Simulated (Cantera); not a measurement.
## Ti + CH4 + H2 (titanium nitride, carbide and oxide coatings)

Charge: 1 mol Ti, 0.41 mol CH4, 5.6 mol H2, held at 2600 Pa.

Method: chemical equilibrium by Gibbs-energy minimisation in Cantera with the NASA 1993 tables (ideal gas, pure condensed phases). Candidate condensed phases: C, C6H6, C7H8, C8H18, Ti, TiC; 77 gas species. Mutual solubility and eutectic melting of coexisting phases are not modelled. TiC: taken at fixed stoichiometry. Condensed phases not in the tables: N, O or C dissolved in the metal. Equilibrium is a limit: real reactors are often held back by kinetics, nucleation or transport.

```
T (K)   x H2       x H      x Ti     x CH4  n Ti(α)  n TiC(s)  n Ti(β)  n Ti(l)
-----  -----  --------  --------  --------  -------  --------  -------  -------
1150    1.00   4.63e-7    <1e-12  1.03e-11    0.590     0.410        0        0
1250   1.000   3.00e-6  2.56e-11  2.33e-11        0     0.410    0.590        0
1350   1.000   1.48e-5  6.86e-10  4.69e-11        0     0.410    0.590        0
1450   1.000   5.87e-5   1.16e-8  8.55e-11        0     0.410    0.590        0
1550   1.000  0.000195   1.36e-7  1.44e-10        0     0.410    0.590        0
1650   0.999  0.000563   1.17e-6  2.29e-10        0     0.410    0.590        0
1750   0.999   0.00144   7.88e-6  3.46e-10        0     0.410    0.590        0
1850   0.997   0.00334   4.29e-5  5.00e-10        0     0.410    0.590        0
1950   0.993   0.00708  0.000194  6.97e-10        0     0.410        0    0.589
2050   0.985    0.0140  0.000726  9.78e-10        0     0.410        0    0.585
2150   0.972    0.0258   0.00238   1.32e-9        0     0.410        0    0.574
```
x: gas mole fraction; n: condensed amount in mol.

At 1150 K the condensed part is Ti(α) + TiC(s). From 1250 K to 1850 K the condensed part is Ti(β) + TiC(s). From 1950 K to 2150 K the condensed part is Ti(l) + TiC(s).
